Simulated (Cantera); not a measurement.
A freely propagating, adiabatic, planar premixed flame of 23.2 % H2, 16.1 % O2, 60.6 % N2, equivalence ratio 0.72, unburnt at 425 K and 0.390 bar; mixture-averaged transport, grid criteria slope 0.08 and curve 0.16, no radiation.

Model: the H2/O2 subset of GRI-Mech 3.0, which has no nitrogen chemistry, integrated in Cantera. Burning velocities carry a grid error of a few per cent, more on coarse grids.

Predict: laminar burning velocity; thermal thickness; peak x(O); peak x(HO2); peak x(H2O2).


| Item | Value |
|---|---|
| laminar burning velocity | 274 cm/s |
| thermal thickness | 1.31 mm |
| peak x(O) | 0.0128 |
| peak x(HO2) | 0.000221 |
| peak x(H2O2) | 3.25e-5 |
